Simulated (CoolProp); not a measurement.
Vapour-liquid equilibrium of o-xylene (1) + n-nonane (2) at 0.387 MPa; x and y are mole fractions of (1).

Values from CoolProp's multi-fluid Helmholtz-energy mixture model, Zhou 2012 and Lemmon 2006; pair parameters Bell 2016.

Q: Give the bubble temperature and the first vapour's composition at x = 0.05, 0.2, 0.35. Is there an azeotrope?

A: x = 0.05: 482.3 K, y = 0.060; x = 0.2: 480.4 K, y = 0.231; x = 0.35: 478.8 K, y = 0.386. y crosses x between x = 0.875 and 0.95: the model has an azeotrope there.

The pair parameters rest on a limited set of measurements; away from them the model extrapolates.
